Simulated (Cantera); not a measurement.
**Adiabatic ignition**

An adiabatic, constant-pressure homogeneous reactor starts with CO : H2 : CH4 : O2 : N2 = 1 : 0.053 : 0.44 : 1.65 : 6.22 (molar parts), at 1748 K and 750 Torr.

Model: GRI-Mech 3.0 (53 species, 325 reactions), integrated in Cantera.

| t (s) | T (K) | x CO | x H2 | x CH4 | x CH2CO | x NO |
|---|---|---|---|---|---|---|
| 2.00e-6 | 1748 | 0.107 | 0.00566 | 0.0470 | 8.74e-11 | <1e-12 |
| 5.11e-6 | 1748 | 0.107 | 0.00566 | 0.0470 | 7.76e-10 | <1e-12 |
| 1.30e-5 | 1748 | 0.107 | 0.00567 | 0.0469 | 6.59e-9 | 3.39e-12 |
| 3.33e-5 | 1748 | 0.107 | 0.00567 | 0.0466 | 6.69e-8 | 1.84e-11 |
| 8.50e-5 | 1770 | 0.107 | 0.00703 | 0.0405 | 1.61e-5 | 7.35e-10 |
| 0.000217 | 2559 | 0.0737 | 0.0103 | <1e-12 | <1e-12 | 0.000409 |
| 0.000554 | 2774 | 0.0627 | 0.00774 | <1e-12 | <1e-12 | 0.00312 |
| 0.00141 | 2785 | 0.0616 | 0.00758 | <1e-12 | <1e-12 | 0.00911 |
| 0.00361 | 2780 | 0.0616 | 0.00761 | <1e-12 | <1e-12 | 0.0143 |
| 0.00922 | 2779 | 0.0616 | 0.00762 | <1e-12 | <1e-12 | 0.0152 |
| 0.0235 | 2779 | 0.0616 | 0.00762 | <1e-12 | <1e-12 | 0.0152 |
| 0.0601 | 2779 | 0.0616 | 0.00762 | <1e-12 | <1e-12 | 0.0152 |
| 0.153 | 2779 | 0.0616 | 0.00762 | <1e-12 | <1e-12 | 0.0152 |
| 0.392 | 2779 | 0.0616 | 0.00762 | <1e-12 | <1e-12 | 0.0152 |
| 1.00 | 2779 | 0.0616 | 0.00762 | <1e-12 | <1e-12 | 0.0152 |
x: mole fraction; the columns are a selection and need not sum to one.

| Property | Value |
|---|---|
| time of steepest temperature rise | 0.110 ms |
| temperature at 1.00 s | 2779 K |
| equilibrium temperature | 2779 K |
| x(CO) at 1.00 s | 0.0616 (gas-phase equilibrium 0.0616) |
| x(H2) at 1.00 s | 0.00762 (gas-phase equilibrium 0.00762) |
| x(CH4) at 1.00 s | <1e-12 (gas-phase equilibrium <1e-12) |
